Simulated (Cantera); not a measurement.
toluene + H₂ (carbon deposition, reforming and gasification)

A closed system holds: 1 mol toluene, 43 mol H₂, held at 15.0 Pa.

Method: chemical equilibrium by Gibbs-energy minimisation in Cantera with the NASA 1993 tables (ideal gas, pure condensed phases). Candidate condensed phases: C, C₆H₆, C₇H₈, C₈H₁₈; 76 gas species. Rates play no part.

```tsv
T (°C)	x H₂	x H	x C₃	x C₂H₂ (acetylene)	x C	x C₂H	n C(graphite)
702	1.000	9.34e-8	<1e-12	5.70e-10	<1e-12	<1e-12	7.00
852	1.000	3.63e-6	<1e-12	2.30e-8	<1e-12	<1e-12	7.00
1002	1.000	6.02e-5	<1e-12	3.84e-7	<1e-12	<1e-12	7.00
1152	0.999	0.000557	<1e-12	3.52e-6	<1e-12	2.27e-12	7.00
1302	0.997	0.00339	<1e-12	2.10e-5	1.78e-12	2.09e-10	7.00
1452	0.985	0.0150	6.97e-11	9.07e-5	2.10e-10	8.72e-9	6.99
1602	0.948	0.0521	6.88e-9	0.000300	1.15e-8	1.96e-7	6.97
1752	0.854	0.145	3.39e-7	0.000773	3.45e-7	2.68e-6	6.92
1902	0.672	0.327	9.65e-6	0.00150	6.49e-6	2.35e-5	6.83
2052	0.417	0.580	0.000176	0.00204	8.34e-5	0.000136	6.67
2202	0.191	0.803	0.00224	0.00186	0.000784	0.000532	5.99
```
x: gas mole fraction; n: condensed amount in mol.

From 702 °C to 2202 °C the condensed part is C(graphite). The main C-bearing gas is CH₄ at 702 °C and C₃ at 2202 °C.
